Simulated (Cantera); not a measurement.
**Thermodynamics of hydrogen reduction and annealing atmospheres, feed V₂O₅ + H₂**

Feed: 1 mol V₂O₅, 0.77 mol H₂, held at 1825 K and 1.33 mbar.

Cantera equilibrium calculation (NASA polynomials, part measured and part estimated; ideal gas, pure solids and liquids). Candidate condensed phases: H₂O, V, VO, V₂O₃, V₂O₄, V₂O₅; 12 gas species. Condensed phases not in the tables: the oxides between V₂O₃ and V₂O₅ other than VO₂. The numbers say what is thermodynamically allowed, not how fast it happens.

| Item | Result |
|---|---|
| x(H₂O) | 0.821 |
| x(O₂) | 0.123 |
| x(VO₂) | 0.0391 |
| x(OH) | 0.0105 |
| x(H₂) | 0.00434 |
| x(O) | 0.00148 |
| x(H) | 0.000795 |
| n(V₂O₄(l)) | 0.982 mol |
| gas amount | 0.9270 mol |
| log10 activity of V₂O₅(l) (absent) | -1.54 |
| log10 activity of V(s) (absent) | -8.33 |
